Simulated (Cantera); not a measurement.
**Si3N4 + HCl + H2 (nitride etching)**

Charge: 1 mol Si3N4, 9.1 mol HCl, 40 mol H2, equilibrated at 910 Pa.

Method: chemical equilibrium by Gibbs-energy minimisation in Cantera with the NASA 1993 tables (ideal gas, pure condensed phases). Candidate condensed phases: NH4Cl, Si, Si3N4; 28 gas species. The tables' values for SiCl3 are old estimates; treat these amounts as uncertain. Equilibrium is a limit: real reactors are often held back by kinetics, nucleation or transport.

```csv
T (K),log p H2,log p HCl,log p SiCl2,log p N2,n Si3N4(s)
1125,-2.13,-2.81,-5.80,-4.66,0.942
1175,-2.13,-2.80,-5.29,-4.65,0.939
1225,-2.13,-2.81,-4.86,-4.58,0.928
1275,-2.13,-2.81,-4.51,-4.45,0.904
1325,-2.13,-2.82,-4.24,-4.29,0.862
1375,-2.13,-2.84,-4.01,-4.13,0.797
1425,-2.12,-2.88,-3.83,-3.97,0.709
1475,-2.12,-2.92,-3.68,-3.84,0.601
1525,-2.12,-2.97,-3.56,-3.72,0.479
```
log p: log10 of the partial pressure in bar; n: condensed amount in mol.

From 1125 K to 1525 K the condensed part is Si3N4(s). The main Si-bearing gas is SiCl4 at 1125 K and SiCl2 at 1525 K. The share of Si in condensed phases is highest at 1125 K (94.2 %) and lowest at 1525 K (47.9 %).
